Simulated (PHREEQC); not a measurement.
A solution holds 0.24 mol NH4Cl, 0.052 mol NH3 and 0.011 mol KCl per kg of water, at 25 °C. Closed to the air; pH follows from the charge balance.

The numbers come from PHREEQC with the ion-association model, phreeqc.dat.

No solid was allowed to form.

What pH, activity of water does the model give?

pH 8.79; activity of water 0.991.

In which forms is N present?

NH4+ 82 %, NH3 18 % of the N.
